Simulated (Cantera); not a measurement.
Cantera run, input and output.

```python
import numpy as np
import cantera as ct

gas = ct.Solution("gri30.yaml")
gas.TPX = 375, 1000000, {'CO': 1, 'H2': 0.033, 'O2': 0.344, 'N2': 1.29}
flame = ct.FreeFlame(gas, width=0.008)
flame.set_refine_criteria(ratio=3, slope=0.08, curve=0.16)
flame.transport_model = "mixture-averaged"
flame.solve(loglevel=0, auto=True)
z, T = flame.grid, flame.T
thick = (T[-1] - T[0]) / np.gradient(T, z).max()
show = ['CO', 'H2', 'O2', 'HO2', 'H2O', 'N2O']
print(f"laminar burning velocity  {flame.velocity[0] * 100:.3f} cm/s")
print(f"burnt temperature         {T[-1]:.1f} K")
print(f"thermal thickness         {thick * 1e3:.4f} mm")
print(f"grid points               {len(z)}")
z0 = z[flame.heat_release_rate.argmax()]
print(f"{'z/mm':>9s}{'T/K':>9s}{'u/(m/s)':>9s}" + "".join(f"{s:>11s}" for s in show))
rows = []
for k in (-3, -2, -1.5, -1, -0.5, -0.25, 0, 0.25, 0.5, 1, 2, 4, 8):
    zz = z0 + k * thick
    rows.append([k * thick, np.interp(zz, z, T), np.interp(zz, z, flame.velocity),
                 *(np.interp(zz, z, flame.X[gas.species_index(s)]) for s in show)])
    print(f"{rows[-1][0] * 1e3:9.3f}{rows[-1][1]:9.1f}{rows[-1][2]:9.3f}" + "".join(f"{x:11.3e}" for x in rows[-1][3:]))
```

Result:

```
laminar burning velocity  43.879 cm/s
burnt temperature         2440.3 K
thermal thickness         0.0625 mm
grid points               110
     z/mm      T/K  u/(m/s)         CO         H2         O2        HO2        H2O        N2O
   -0.188    375.0    0.439  3.750e-01  1.226e-02  1.290e-01  3.956e-09  2.675e-07  4.921e-13
   -0.125    375.3    0.439  3.751e-01  1.194e-02  1.290e-01  7.670e-08  4.257e-06  1.445e-11
   -0.094    376.4    0.440  3.753e-01  1.143e-02  1.291e-01  4.250e-07  2.103e-05  1.006e-10
   -0.063    387.5    0.453  3.753e-01  1.013e-02  1.289e-01  4.754e-06  1.812e-04  1.671e-09
   -0.031    581.2    0.674  3.649e-01  6.867e-03  1.222e-01  1.642e-04  2.484e-03  7.421e-08
   -0.016    989.8    1.129  3.330e-01  4.614e-03  1.028e-01  4.546e-04  6.584e-03  3.605e-07
    0.000   1467.1    1.624  2.785e-01  2.306e-03  6.999e-02  1.516e-04  1.006e-02  1.052e-06
    0.016   1778.3    1.915  2.300e-01  1.163e-03  4.158e-02  5.583e-05  9.770e-03  1.602e-06
    0.031   1956.7    2.072  2.019e-01  1.038e-03  2.669e-02  2.730e-05  8.653e-03  1.588e-06
    0.063   2134.1    2.227  1.798e-01  1.135e-03  1.590e-02  1.125e-05  8.731e-03  1.294e-06
    0.125   2273.6    2.349  1.657e-01  1.136e-03  9.049e-03  4.100e-06  1.010e-02  9.716e-07
    0.250   2366.7    2.428  1.558e-01  1.095e-03  4.198e-03  1.271e-06  1.122e-02  6.004e-07
    0.500   2416.8    2.470  1.504e-01  1.077e-03  1.492e-03  3.319e-07  1.192e-02  2.878e-07
```

Model: GRI-Mech 3.0 (53 species, 325 reactions), integrated in Cantera. The hydrogen kinetics of GRI-Mech 3.0 are dated; newer H2 mechanisms differ, most at raised pressure. Burning velocities carry a grid error of a few per cent, more on coarse grids.
